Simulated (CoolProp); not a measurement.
Vapour-liquid equilibrium of toluene (1) + ethylbenzene (2) at 6.58 bar; x and y are mole fractions of (1).

Values from CoolProp's multi-fluid Helmholtz-energy mixture model, Lemmon 2006 and Zhou 2012; pair parameters Bell 2016.

Problem. Give the bubble temperature and the first vapour's composition at x = 0.8, 0.875, 0.95. Is there an azeotrope?

Solution. x = 0.8: 471.4 K, y = 0.865; x = 0.875: 469.3 K, y = 0.920; x = 0.95: 467.2 K, y = 0.969. No azeotrope shows between x = 0.05 and 0.95.

Pair parameters are fitted to limited data, so mixtures are less certain than the pure fluids.
